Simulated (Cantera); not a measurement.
Input: 1 mol NH3, 0.52 mol O2, 6.6 mol N2, at 1198.15 K and 1 atm.

Equilibrium computed with Cantera from the NASA thermochemical tables; the gas is ideal and each condensed phase is pure. Candidate condensed phases: H2O; 24 gas species. The numbers say what is thermodynamically allowed, not how fast it happens.

Base state: N2 0.826, H2O 0.121, H2 0.0535 (mole fractions); condensed: gas only.

What changes in the equilibrium state with this change: temperature from 1198.15 K to 2598 K?


| species | before | after |
|---|---|---|
| N2 | 0.826 | 0.818 |
| H2O | 0.121 | 0.113 |
| H2 | 0.0535 | 0.0533 |
| H | 4.38e-8 | 0.00873 |
| OH | <1e-9 | 0.00428 |
| NO | <1e-9 | 0.00120 |
| O | <1e-9 | 0.000454 |
| O2 | <1e-9 | 0.000393 |
